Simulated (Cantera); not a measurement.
Thermodynamics of nitride etching, feed Si3N4 + F2 + N2

Feed: 1 mol Si3N4, 8.4 mol F2, 1.1 mol N2, equilibrated at 0.500 bar.

These are equilibrium values from Cantera (NASA tables, ideal gas, pure condensed phases), not measurements of a reactor. Candidate condensed phases: Si, Si3N4; 16 gas species. The numbers say what is thermodynamically allowed, not how fast it happens.

From 850 °C to 1850 °C nothing is condensed. The main Si-bearing gas is SiF4 throughout.

| T (°C) | x F | x N2 | x SiF4 | x F2 | x NF3 | x NF2 | x SiF3 |
|---|---|---|---|---|---|---|---|
| 850 | 0.170 | 0.333 | 0.323 | 0.171 | 0.00153 | 4.51e-6 | <1e-12 |
| 950 | 0.276 | 0.314 | 0.304 | 0.105 | 0.000234 | 3.65e-6 | <1e-12 |
| 1050 | 0.359 | 0.299 | 0.290 | 0.0519 | 3.09e-5 | 2.28e-6 | <1e-12 |
| 1150 | 0.405 | 0.291 | 0.281 | 0.0227 | 3.95e-6 | 1.24e-6 | <1e-12 |
| 1250 | 0.425 | 0.287 | 0.278 | 0.00992 | 5.66e-7 | 6.51e-7 | <1e-12 |
| 1350 | 0.433 | 0.286 | 0.276 | 0.00457 | 9.64e-8 | 3.56e-7 | 8.07e-12 |
| 1450 | 0.437 | 0.285 | 0.276 | 0.00226 | 1.97e-8 | 2.05e-7 | 1.09e-10 |
| 1550 | 0.439 | 0.285 | 0.276 | 0.00120 | 4.75e-9 | 1.24e-7 | 1.12e-9 |
| 1650 | 0.439 | 0.285 | 0.275 | 0.000674 | 1.33e-9 | 7.91e-8 | 8.98e-9 |
| 1750 | 0.440 | 0.285 | 0.275 | 0.000401 | 4.19e-10 | 5.26e-8 | 5.87e-8 |
| 1850 | 0.440 | 0.284 | 0.275 | 0.000250 | 1.48e-10 | 3.63e-8 | 3.21e-7 |
x: gas mole fraction; nothing condenses.
